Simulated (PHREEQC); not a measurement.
**Copper plating or etch bath: an equilibrium model**

Solution (20 °C): 4.5 mmol/kgw Cu(NO3)2, 0.052 mmol/kgw H2SO4 and 0.16 mmol/kgw FeCl3. Closed to the air; pH follows from the charge balance.

All values are PHREEQC results (ion-association model, phreeqc.dat), not measurements.

Each row changes one thing in this solution. Precipitation was switched off in this run.

```
case                                     pH  SO4-2 (mol/kgw)  CuSO4 (mol/kgw)  HSO4- (mol/kgw)  CuOH+ (mol/kgw)  Cu2(OH)2+2 (mol/kgw)
-------------------------------------  ----  ---------------  ---------------  ---------------  ---------------  --------------------
as made                                3.55          3.73e-5          1.32e-5          6.55e-7          1.14e-7               4.31e-9
H2SO4 from 5.2e-05 to 0.00026 mol/kgw  3.22         0.000181          6.25e-5          6.77e-6          5.22e-8              9.15e-10
FeCl3 from 0.00016 to 1.6e-05 mol/kgw  3.93          3.81e-5          1.36e-5          2.77e-7          2.77e-7               2.55e-8
temperature from 20 to 75 °C           3.46          3.41e-5          1.51e-5          2.76e-6          9.01e-8               3.25e-7
H2SO4 from 5.2e-05 to 0.00052 mol/kgw  2.99         0.000352         0.000118          2.20e-5          3.05e-8              3.13e-10
FeCl3 left out                         4.03          3.81e-5          1.37e-5          2.23e-7          3.44e-7               3.95e-8
diluted 10-fold with water             4.41          4.87e-6          3.11e-7          1.46e-8          1.03e-7               3.03e-9
```

Some of these states are supersaturated (in Fe(OH)3(a), Hematite (slow to form), Goethite (slow to form), for instance). Constants without temperature data keep their 25 °C values here.
